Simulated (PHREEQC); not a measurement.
Consider water at 25 °C with 0.18 mol/kgw CdCl2, 0.03 mol/kgw KCl and 0.0082 mol/kgw FeSO4. Closed to the air; pH follows from the charge balance.

Model: ion-association model, phreeqc.dat, run in PHREEQC.

Each row changes one thing in this solution. No solid was allowed to form.

| case | pH | ionic strength (mol/kgw) | Cl- (mol/kgw) | CdCl+ (mol/kgw) | CdCl2 (mol/kgw) | Cd+2 (mol/kgw) |
|---|---|---|---|---|---|---|
| as made | 5.32 | 0.232 | 0.183 | 0.110 | 0.0413 | 0.0219 |
| diluted 5-fold with water | 5.60 | [?] | 0.0503 | 0.0216 | 0.00286 | 0.0108 |
| KCl from 0.03 to 0.3 mol/kgw | [?] | 0.443 | 0.393 | 0.0900 | 0.0641 | 0.00931 |
| FeSO4 replaced by Li2SO4 at the same molality | 5.32 | 0.226 | 0.183 | 0.109 | 0.0415 | 0.0217 |
| KCl left out | 5.31 | [?] | 0.162 | 0.111 | 0.0377 | 0.0245 |
| CdCl2 from 0.18 to 0.09 mol/kgw | 5.45 | 0.159 | 0.120 | 0.0561 | 0.0150 | 0.0154 |
| temperature from 25 to 90 °C | 5.04 | 0.225 | [?] | 0.104 | 0.0414 | 0.0220 |

Problem. Fill in the missing entries.

Solution. 
- diluted 5-fold with water, ionic strength (mol/kgw): 0.0658
- KCl from 0.03 to 0.3 mol/kgw, pH: 5.38
- KCl left out, ionic strength (mol/kgw): 0.211
- temperature from 25 to 90 °C, Cl- (mol/kgw): 0.172

Away from 25 °C the constants follow the database's enthalpies or fits; those with neither stay at their 25 °C values.
